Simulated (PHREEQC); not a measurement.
Make-up at 25 °C: 0.031 mol/kgw HCl, 0.13 mol/kgw FeCl3 and 0.0046 mol/kgw KCl. Closed to the air; pH follows from the charge balance.

The numbers come from PHREEQC with the ion-association model, phreeqc.dat.

Precipitation was switched off in this run.

**Question.** Order these Cl species by the share of Cl that they hold, largest first: FeCl+2, FeCl3, Cl-, FeCl2+.

**Answer.** Cl- (73 %), FeCl+2 (17 %), FeCl2+ (9.9 %), FeCl3 (0.18 %)

The pH is 1.55 and the ionic strength 0.482 mol/kgw. Examples of supersaturated solids here: Hematite (slow to form), Goethite (slow to form). Others may be too.
